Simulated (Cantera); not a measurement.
Input (Python, Cantera):

```python
import numpy as np
import cantera as ct

gas = ct.Solution("gri30.yaml")
gas.TPX = 1523, 500000, {'C2H4': 1, 'O2': 1.43, 'N2': 5.37, 'CO2': 1.1}
reactor = ct.IdealGasConstPressureReactor(gas, energy="on", clone=False)
net = ct.ReactorNet([reactor])
net.rtol, net.atol = 1e-08, 1e-16
show = ['C2H4', 'O2', 'CO2', 'H2O2', 'C2H6']
times = np.geomspace(6e-06, 1, 11)

steps = ct.SolutionArray(gas, extra=["t"])
rows = []
print(f"{'t/s':>10s}{'T/K':>9s}{'P/Pa':>11s}" + "".join(f"{s:>11s}" for s in show))
for t in times:
    while net.time < t:
        t_next = net.step()
        steps.append(gas.state, t=t_next)
    rows.append([np.interp(t, steps.t, y) for y in (steps.T, steps.P, *steps(*show).X.T)])
    print(f"{t:10.3e}{rows[-1][0]:9.1f}{rows[-1][1]:11.4g}" + "".join(f"{x:11.3e}" for x in rows[-1][2:]))
rate = np.gradient(steps.T, steps.t)
print("integrator steps:", len(steps.t))
if steps.T.max() > steps.T[0] + 200:
    print(f"time of steepest temperature rise: {steps.t[rate.argmax()]:.4e} s")
gas.TPX = 1523, 500000, {'C2H4': 1, 'O2': 1.43, 'N2': 5.37, 'CO2': 1.1}
gas.equilibrate("HP")
print(f"equilibrium (HP): T = {gas.T:.1f} K  " + "  ".join(f"{s} {gas[s].X[0]:.3e}" for s in show))
```

It prints:

```
       t/s      T/K       P/Pa       C2H4         O2        CO2       H2O2       C2H6
 6.000e-06   1632.4      5e+05  8.797e-02  1.360e-01  1.224e-01  2.024e-04  1.508e-04
 1.997e-05   2631.0      5e+05  2.814e-06  5.005e-05  6.998e-02  1.203e-08  2.709e-08
 6.645e-05   2618.5      5e+05  7.524e-10  4.243e-05  6.397e-02  1.369e-08  3.734e-13
 2.212e-04   2610.3      5e+05  2.528e-17  6.360e-05  6.390e-02  1.889e-08  5.456e-22
 7.360e-04   2610.0      5e+05  2.489e-17  6.406e-05  6.390e-02  1.900e-08  5.355e-22
 2.449e-03   2609.9      5e+05  2.494e-17  6.398e-05  6.389e-02  1.898e-08  5.368e-22
 8.152e-03   2609.9      5e+05  2.495e-17  6.395e-05  6.389e-02  1.898e-08  5.373e-22
 2.713e-02   2609.9      5e+05  2.495e-17  6.395e-05  6.389e-02  1.898e-08  5.374e-22
 9.029e-02   2609.9      5e+05  2.495e-17  6.395e-05  6.389e-02  1.898e-08  5.374e-22
 3.005e-01   2609.9      5e+05  2.495e-17  6.395e-05  6.389e-02  1.898e-08  5.374e-22
 1.000e+00   2609.9      5e+05  2.495e-17  6.395e-05  6.389e-02  1.898e-08  5.374e-22
integrator steps: 1500
time of steepest temperature rise: 6.7494e-06 s
equilibrium (HP): T = 2609.9 K  C2H4 2.682e-17  O2 6.395e-05  CO2 6.389e-02  H2O2 1.898e-08  C2H6 6.458e-22
```

Computed with Cantera and GRI-Mech 3.0 (53 species, 325 reactions). GRI-Mech 3.0 was tuned for natural gas; its chemistry of ethylene as a main component is partial and can be far from experiment.
